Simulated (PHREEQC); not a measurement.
Dissolve 0.011 mol Cu(BF4)2, 0.26 mol HCl and 0.49 mol Na2SO4 per kg of water at 20 °C. Closed to the air; pH follows from the charge balance.

Equilibrium calculation in PHREEQC: ion-association model, phreeqc.dat.

**Question.** The ionic strength comes out as 1.14 mol/kgw. What activity coefficients do Cu+2, BF4-, BF3OH-, CuCl+, Na+ get?

**Answer.** Cu+2 0.20, BF4- 0.81, BF3OH- 0.81, CuCl+ 0.60, Na+ 0.74.

No solid was allowed to form. Caution: at this ionic strength the ion-association model is outside its range; a Pitzer model would be the better tool where its parameters exist. Complexes and solids missing from the database can't appear. Real BF4- forms and hydrolyses slowly; the run takes it at equilibrium.
